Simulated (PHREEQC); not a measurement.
# Acid rinse or clean: an equilibrium model

Dissolve 14 mmol/kgw HCl, 0.22 mmol/kgw FeCl3 and 4.6 mmol/kgw MnSO4 at 20 °C. Closed to the air; pH follows from the charge balance.

Model: ion-association model, wateq4f.dat, run in PHREEQC.

No solid was allowed to form.

Problem. Estimate the pH, ionic strength.

Solution. pH 1.96; ionic strength 0.0275 mol/kgw.

Problem. In which forms is Fe present?

Solution. FeSO4+ 72 %, Fe+3 15 %, FeOH+2 3.8 %, FeHSO4+2 3.4 %, FeCl+2 2.8 %, Fe(SO4)2- 2.1 % of the Fe.

Saturation is exceeded, for instance for Hematite (slow to form), Goethite (slow to form); the values hold only as long as no solid forms.
